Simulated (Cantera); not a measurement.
A freely propagating, adiabatic, planar premixed flame of H2 : O2 : N2 = 1 : 0.238 : 0.895 (molar parts), unburnt at 350 K and 0.670 bar; mixture-averaged transport, grid criteria slope 0.08 and curve 0.16, no radiation.

Model: the H2/O2 subset of GRI-Mech 3.0, which has no nitrogen chemistry, integrated in Cantera. Burning velocities carry a grid error of a few per cent, more on coarse grids.

Task: Predict: laminar burning velocity; thermal thickness; peak x(HO2); peak x(H); peak x(OH); peak x(O).

Result: 
- laminar burning velocity: 362 cm/s
- thermal thickness: 0.607 mm
- peak x(HO2): 0.000341
- peak x(H): 0.0794
- peak x(OH): 0.00287
- peak x(O): 0.00294
